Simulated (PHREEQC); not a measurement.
1 kg of water holding 0.034 mol/kgw MgCl2 meets 20 L of dry gas (CO2 0.44, H2 0.56 by moles) at fixed total pressure, at 25 °C; fugacities by Peng-Robinson. The gases take part in no redox reaction, some water evaporates into the gas, and hydrates or a liquid gas phase aren't modelled. Precipitation was switched off in this run.

Computed with PHREEQC (ion-association model, phreeqc.dat).

Task: Predict dissolved CO2 (all carbonate carbon) (mol/kgw) at P (atm) = 2, 5, 10, 20.

Result: 
| P (atm) | dissolved CO2 (all carbonate carbon) (mol/kgw) |
|---|---|
| 2 | 0.0281 |
| 5 | 0.0696 |
| 10 | 0.136 |
| 20 | 0.259 |
